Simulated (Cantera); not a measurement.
Standard-state values (1 bar) from the NASA 1993 polynomials, evaluated with Cantera. Values are per mole of reaction as written; species without (g) are pure solids or liquids, kept so even where they would boil at 1 bar. FeO: taken at fixed stoichiometry.

2 FeO + 3 Cl2(g) = 2 FeCl3(g) + 2 O(g)

```json
[
 {"T (K)": "2223", "ΔH° (kJ)": "433.6", "ΔS° (J/K)": "148.0", "ΔG° (kJ)": "104.5", "log10 K": "-2.46"},
 {"T (K)": "2273", "ΔH° (kJ)": "431.3", "ΔS° (J/K)": "147.0", "ΔG° (kJ)": "97.1", "log10 K": "-2.23"},
 {"T (K)": "2323", "ΔH° (kJ)": "429.0", "ΔS° (J/K)": "146.0", "ΔG° (kJ)": "89.8", "log10 K": "-2.02"},
 {"T (K)": "2373", "ΔH° (kJ)": "426.6", "ΔS° (J/K)": "145.0", "ΔG° (kJ)": "82.5", "log10 K": "-1.82"},
 {"T (K)": "2423", "ΔH° (kJ)": "(withheld)", "ΔS° (J/K)": "(withheld)", "ΔG° (kJ)": "(withheld)", "log10 K": "(withheld)"},
 {"T (K)": "2473", "ΔH° (kJ)": "(withheld)", "ΔS° (J/K)": "(withheld)", "ΔG° (kJ)": "(withheld)", "log10 K": "(withheld)"},
 {"T (K)": "2523", "ΔH° (kJ)": "(withheld)", "ΔS° (J/K)": "(withheld)", "ΔG° (kJ)": "(withheld)", "log10 K": "(withheld)"},
 {"T (K)": "2573", "ΔH° (kJ)": "417.1", "ΔS° (J/K)": "141.2", "ΔG° (kJ)": "53.9", "log10 K": "-1.09"},
 {"T (K)": "2623", "ΔH° (kJ)": "414.7", "ΔS° (J/K)": "140.2", "ΔG° (kJ)": "46.9", "log10 K": "-0.93"},
 {"T (K)": "2673", "ΔH° (kJ)": "(withheld)", "ΔS° (J/K)": "(withheld)", "ΔG° (kJ)": "(withheld)", "log10 K": "(withheld)"}
]
```

**Question.** What belongs in the gaps?

**Answer.** 
- 2423, ΔH° (kJ): 424.3
- 2423, ΔS° (J/K): 144.0
- 2423, ΔG° (kJ): 75.3
- 2423, log10 K: -1.62
- 2473, ΔH° (kJ): 421.9
- 2473, ΔS° (J/K): 143.1
- 2473, ΔG° (kJ): 68.1
- 2473, log10 K: -1.44
- 2523, ΔH° (kJ): 419.5
- 2523, ΔS° (J/K): 142.1
- 2523, ΔG° (kJ): 61.0
- 2523, log10 K: -1.26
- 2673, ΔH° (kJ): 412.2
- 2673, ΔS° (J/K): 139.3
- 2673, ΔG° (kJ): 39.9
- 2673, log10 K: -0.78
